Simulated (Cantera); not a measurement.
A Cantera script and its output.

```python
import numpy as np
import cantera as ct

gas = ct.Solution("gri30.yaml")
gas.TPX = 1675, 100000, {'CH4': 1, 'N2': 13}
inlet = ct.Reservoir(gas, clone=True)

reactor = ct.IdealGasConstPressureReactor(gas, energy="off", clone=False)
exhaust = ct.Reservoir(gas, clone=True)
tau = [0.88, 0.45, 0.23, 0.12, 0.06, 0.031, 0.016, 0.0081, 0.0041, 0.0021, 0.0011][0]
for a, b in ((inlet, reactor), (reactor, exhaust)):
    ct.MassFlowController(a, b, mdot=lambda t: reactor.mass / tau)
net = ct.ReactorNet([reactor])
show = ['CH4', 'C2H6', 'C2H4', 'HCN', 'H', 'C2H']

rows = []
print(f"{'tau/s':>10s}{'T/K':>9s}" + "".join(f"{s:>11s}" for s in show))
for tau in [0.88, 0.45, 0.23, 0.12, 0.06, 0.031, 0.016, 0.0081, 0.0041, 0.0021, 0.0011]:
    net.initial_time = 0.0
    net.advance(30 * tau)
    before = gas.X
    net.advance(40 * tau)
    drift = np.max(np.abs(gas.X - before) / (gas.X + 1e-9))
    rows.append([gas.T, *gas[show].X, drift])
    print(f"{tau:10.3e}{gas.T:9.1f}" + "".join(f"{x:11.3e}" for x in gas[show].X))
```

It prints:

```
     tau/s      T/K        CH4       C2H6       C2H4        HCN          H        C2H
 8.800e-01   1675.0  9.717e-03  3.897e-06  1.810e-04  1.285e-06  3.082e-05  5.055e-08
 4.500e-01   1675.0  1.339e-02  7.350e-06  1.967e-04  8.697e-07  2.873e-05  4.709e-08
 2.300e-01   1675.0  1.823e-02  1.365e-05  2.361e-04  5.714e-07  2.616e-05  4.280e-08
 1.200e-01   1675.0  2.413e-02  2.428e-05  3.158e-04  3.654e-07  2.324e-05  3.787e-08
 6.000e-02   1675.0  3.158e-02  4.315e-05  4.751e-04  2.148e-07  1.976e-05  3.191e-08
 3.100e-02   1675.0  3.933e-02  7.102e-05  7.261e-04  1.216e-07  1.626e-05  2.578e-08
 1.600e-02   1675.0  4.707e-02  1.101e-04  1.078e-03  6.380e-08  1.276e-05  1.946e-08
 8.100e-03   1675.0  5.436e-02  1.597e-04  1.465e-03  2.952e-08  9.335e-06  1.307e-08
 4.100e-03   1675.0  6.056e-02  2.060e-04  1.645e-03  1.147e-08  6.199e-06  7.265e-09
 2.100e-03   1675.0  6.541e-02  2.175e-04  1.341e-03  3.399e-09  3.581e-06  2.993e-09
 1.100e-03   1675.0  6.865e-02  1.685e-04  7.100e-04  7.250e-10  1.784e-06  8.517e-10
```

Model: GRI-Mech 3.0 (53 species, 325 reactions), integrated in Cantera. GRI-Mech 3.0 stops at C3 and has no aromatics, soot or wall deposition, so with more carbon than oxygen in the feed, carbon stays in small species such as C2H2 where larger ones or solid carbon would form.
